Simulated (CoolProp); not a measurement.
Ethylene along the isotherm 34.15 °C: Z from the reference equation and from simpler models built on Tc = 9.2 °C, pc = 5042 kPa, ω = 0.087; each cubic takes its own stable root.

The numbers come from the reference Helmholtz-energy equation of state, Smukala 2000 in CoolProp.

```
p (kPa)          phase  reference
-------  -------------  ---------
5600     supercritical     0.6309
11200    supercritical     0.3911
16800    supercritical     0.5015
22400    supercritical     0.6211
28000    supercritical     0.7395
33600    supercritical     0.8557
39200    supercritical     0.9697
44800    supercritical      1.082
50400    supercritical      1.192
```

How far does each simpler model (van der Waals, Redlich-Kwong, Soave-Redlich-Kwong, Peng-Robinson) lie from the reference over these 9 states: mean and median of the absolute difference, and the worst?


- van der Waals: mean 25.3 %, median 28.7 %, worst +30.2 % at 34.15 °C and 50400 kPa
- Redlich-Kwong: mean 3.9 %, median 2.9 %, worst +10.3 % at 34.15 °C and 11200 kPa
- Soave-Redlich-Kwong: mean 4.7 %, median 3.5 %, worst +12.6 % at 34.15 °C and 11200 kPa
- Peng-Robinson: mean 5.4 %, median 5.6 %, worst -8.3 % at 34.15 °C and 50400 kPa
